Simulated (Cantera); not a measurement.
Thermodynamics of silicon etching in halogen gases, feed Si + HCl + N2

A closed system holds: 1 mol Si, 5.6 mol HCl, 0.67 mol N2, at 400 °C.

Method: chemical equilibrium by Gibbs-energy minimisation in Cantera with the NASA 1993 tables (ideal gas, pure condensed phases). Candidate condensed phases: NH4Cl, Si, Si3N4; 28 gas species. N2 is the only nitrogen source here; it is nearly inert below about 1500 K, so the nitride shown seldom forms there in practice. Rates play no part.

| P (Pa) | x HCl | x H2 | x SiCl4 | x N2 | x NH3 | x SiHCl3 | x SiCl3 | n Si3N4(s) |
|---|---|---|---|---|---|---|---|---|
| 1 | 0.470 | 0.288 | 0.144 | 0.0968 | 6.49e-9 | 1.12e-5 | 2.16e-7 | 0.0763 |
| 3.60 | 0.443 | 0.303 | 0.152 | 0.102 | 2.58e-8 | 1.31e-5 | 1.31e-7 | 0.0635 |
| 13 | 0.416 | 0.318 | 0.159 | 0.107 | 1.03e-7 | 1.54e-5 | 7.86e-8 | 0.0510 |
| 46 | 0.390 | 0.333 | 0.166 | 0.112 | 3.97e-7 | 1.79e-5 | 4.76e-8 | 0.0390 |
| 170 | 0.363 | 0.347 | 0.173 | 0.116 | 1.59e-6 | 2.10e-5 | 2.83e-8 | 0.0270 |
| 600 | 0.339 | 0.360 | 0.180 | 0.121 | 6.07e-6 | 2.43e-5 | 1.71e-8 | 0.0158 |
| 2200 | 0.314 | 0.374 | 0.187 | 0.125 | 2.39e-5 | 2.81e-5 | 1.02e-8 | 0.00470 |
| 7700 | 0.304 | 0.379 | 0.190 | 0.127 | 8.63e-5 | 3.00e-5 | 5.76e-9 | 0 |
| 28000 | 0.304 | 0.379 | 0.190 | 0.127 | 0.000313 | 2.99e-5 | 3.02e-9 | 0 |
| 100000 | 0.304 | 0.378 | 0.190 | 0.127 | 0.00111 | 2.99e-5 | 1.60e-9 | 0 |
x: gas mole fraction; n: condensed amount in mol.

From 1.00e-5 bar to 0.0220 bar the condensed part is Si3N4(s). From 0.0770 bar to 1.00 bar nothing is condensed. The main Si-bearing gas is SiCl4 throughout.
